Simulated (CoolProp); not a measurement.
Vapour-liquid equilibrium of R125 (1) + R236FA (2) at 256.6 K; x and y are mole fractions of (1).

Computed with CoolProp (multi-fluid Helmholtz-energy mixture model, Lemmon 2005 and Pan 2012; pair parameters Bell 2016).

```tsv
x	bubble pressure (kPa)	y at the bubble point	dew pressure at overall composition x (kPa)	liquid density (mol/L)
0.05	67.81	0.268	54.15	9.899
0.2	115.9	0.629	62.86	10.16
0.35	164.1	0.781	74.88	10.43
0.5	212.7	0.866	92.51	10.70
0.65	262.2	0.921	120.8	10.97
0.8	312.8	0.961	173.1	11.25
0.95	365.1	0.991	297.8	11.51
```

No azeotrope shows between x = 0.05 and 0.95.

Pair parameters are fitted to limited data, so mixtures are less certain than the pure fluids.
